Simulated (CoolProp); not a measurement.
n-perfluorohexane at several states: density (kg/m³) from the reference equation and from simpler models built on Tc = 448.0 K, pc = 1.742 MPa, ω = 0.497; each cubic takes its own stable root.

Values from CoolProp's reference Helmholtz-energy equation of state, Gao 2022.

| T (K) | p (MPa) | phase | reference |
|---|---|---|---|
| 262.6 | 0.51 | liquid | 1778 |
| 285 | 0.0153 | gas | 2.216 |
| 386.6 | 2.19 | liquid | 1397 |
| 390.9 | 9.01 | liquid | 1459 |

Problem. How far does each simpler model (Redlich-Kwong, Soave-Redlich-Kwong, Peng-Robinson) lie from the reference over these 4 states: mean and median of the absolute difference, and the worst?

Solution. 
- Redlich-Kwong: mean 13.4 %, median 16.0 %, worst -21.1 % at 386.6 K and 2.19 MPa
- Soave-Redlich-Kwong: mean 9.9 %, median 12.2 %, worst -15.2 % at 386.6 K and 2.19 MPa
- Peng-Robinson: mean 1.8 %, median 1.4 %, worst -4.2 % at 386.6 K and 2.19 MPa
